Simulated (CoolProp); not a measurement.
Saturation properties of ammonia.

Model: reference Helmholtz-energy equation of state, Gao 2020, in CoolProp.

| T (°C) | p (kPa) | vapour density (kg/m³) | liquid cp (kJ/(kg K)) | surface tension (mN/m) | liquid conductivity (mW/(m K)) |
|---|---|---|---|---|---|
| 42.75 | 1677 | 12.97 | 4.967 | 16.5 | 436 |
| 49.25 | 1994 | 15.46 | 5.057 | 15.0 | 419 |
| 55.65 | 2348 | 18.30 | 5.161 | 13.7 | 401 |
| 62.15 | 2754 | 21.64 | 5.286 | 12.3 | 384 |
| 68.65 | 3211 | 25.52 | 5.437 | 10.9 | 367 |
| 75.05 | 3714 | 29.96 | 5.617 | 9.59 | 350 |
| 81.55 | 4282 | 35.22 | 5.847 | 8.29 | 333 |
| 87.95 | 4904 | 41.32 | 6.137 | 7.04 | 316 |
| 94.45 | 5602 | 48.66 | 6.532 | 5.81 | 300 |
| 100.85 | 6360 | 57.37 | 7.078 | 4.64 | 283 |
| 107.35 | 7208 | 68.26 | 7.918 | 3.50 | 265 |

It boils at -33.3 °C under 1 atm.

Thermal conductivity comes from a separate model (Tufeu 1984). Surface tension comes from a separate correlation (Mulero 2012).
